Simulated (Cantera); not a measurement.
A perfectly stirred reactor is fed with N2O : H2O = 1 : 0.019 (molar parts), at 1.00 atm; it is held at 1400 K, and followed from long to short residence time.

Model: GRI-Mech 3.0 (53 species, 325 reactions), integrated in Cantera. GRI-Mech 3.0 was tuned for natural gas; its chemistry of N2O as a main component is partial and can be far from experiment. The temperature is held fixed by assumption; the heat of reaction is taken as removed at once.

Question: What does this change do: temperature 1400 to 1050 K?

Answer: 
```
quantity                before     after
---------------------  -------  --------
x(N2O) at τ = 3.40 s    0.0191     0.875
x(H2O) at τ = 3.40 s    0.0126    0.0180
x(NO) at τ = 3.40 s     0.0400   0.00278
x(O) at τ = 3.40 s     5.07e-6   1.02e-7
x(O2) at τ = 3.40 s      0.302    0.0339
x(N2O) at τ = 40.0 ms    0.516     0.980
x(H2O) at τ = 40.0 ms   0.0157    0.0186
x(NO) at τ = 40.0 ms    0.0492   3.24e-5
x(O) at τ = 40.0 ms    1.97e-5   1.24e-7
x(O2) at τ = 40.0 ms     0.131  0.000453
```
The mechanism lacks the step 2 NO + O2 → 2 NO2, which can matter for NO2 below about 1400 K.
